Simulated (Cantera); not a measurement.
An adiabatic, constant-pressure homogeneous reactor starts with C₂H₄ : O₂ : N₂ : H₂O = 1 : 1.67 : 6.27 : 0.93 (molar parts), equivalence ratio 1.8, at 1175 K and 120000 Pa. Integrator tolerance rtol = 1e-08.

Cantera simulation using GRI-Mech 3.0 (53 species, 325 reactions); the numbers are that mechanism's predictions, not measurements. GRI-Mech 3.0 was tuned for natural gas; its chemistry of ethylene as a main component is partial and can be far from experiment.

Q: What does this change do: H2O 0.93 to 1.4 parts?

A: 
```tsv
quantity	before	after
time of steepest temperature rise	1.15 ms	1.20 ms
temperature at 4.00 s	2513 K	2460 K
equilibrium temperature	2513 K	2460 K
x(C₂H₄) at 4.00 s	<1e-12 (gas-phase equilibrium <1e-12)	<1e-12 (gas-phase equilibrium <1e-12)
x(O₂) at 4.00 s	9.64e-5 (gas-phase equilibrium 9.64e-5)	7.72e-5 (gas-phase equilibrium 7.72e-5)
x(H₂O) at 4.00 s	0.160 (gas-phase equilibrium 0.160)	0.189 (gas-phase equilibrium 0.189)
x(HCN) at 4.00 s	4.75e-8 (gas-phase equilibrium 4.75e-8)	3.76e-8 (gas-phase equilibrium 3.76e-8)
x(NO₂) at 4.00 s	8.74e-9 (gas-phase equilibrium 8.74e-9)	6.60e-9 (gas-phase equilibrium 6.60e-9)
x(HO₂) at 4.00 s	6.14e-8 (gas-phase equilibrium 6.14e-8)	4.91e-8 (gas-phase equilibrium 4.91e-8)
x(CH₂) at 4.00 s	<1e-12 (gas-phase equilibrium <1e-12)	<1e-12 (gas-phase equilibrium <1e-12)
```

Q: What does this change do: initial temperature 1175 to 1450 K?

A: 
```
quantity                                                            before                                      after
---------------------------------  ---------------------------------------  -----------------------------------------
time of steepest temperature rise                                  1.15 ms                                    32.0 µs
temperature at 4.00 s                                               2513 K                                     2681 K
equilibrium temperature                                             2513 K                                     2681 K
x(C₂H₄) at 4.00 s                    <1e-12 (gas-phase equilibrium <1e-12)      <1e-12 (gas-phase equilibrium <1e-12)
x(O₂) at 4.00 s                    9.64e-5 (gas-phase equilibrium 9.64e-5)  0.000437 (gas-phase equilibrium 0.000437)
x(H₂O) at 4.00 s                       0.160 (gas-phase equilibrium 0.160)        0.156 (gas-phase equilibrium 0.156)
x(HCN) at 4.00 s                   4.75e-8 (gas-phase equilibrium 4.75e-8)    4.68e-8 (gas-phase equilibrium 4.68e-8)
x(NO₂) at 4.00 s                   8.74e-9 (gas-phase equilibrium 8.74e-9)    4.41e-8 (gas-phase equilibrium 4.41e-8)
x(HO₂) at 4.00 s                   6.14e-8 (gas-phase equilibrium 6.14e-8)    2.82e-7 (gas-phase equilibrium 2.82e-7)
x(CH₂) at 4.00 s                     <1e-12 (gas-phase equilibrium <1e-12)  1.31e-12 (gas-phase equilibrium 1.38e-12)
```
